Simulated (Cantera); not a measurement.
A closed system holds: 1 mol CO2, 0.64 mol O2, 0.078 mol H2, held at 1 atm.

These are equilibrium values from Cantera (NASA tables, ideal gas, pure condensed phases), not measurements of a reactor. Candidate condensed phases: C, C6H6, C7H8, C8H18, H2O; 110 gas species. Rates play no part.

### Question
At 2350 K, list the 7 most abundant gas species with their mole fractions, and the condensed phases.

### Answer
CO2 0.574, O2 0.358, H2O 0.0424, CO 0.0151, OH 0.00651, O 0.00392, H2 0.000193. Condensed: gas only.
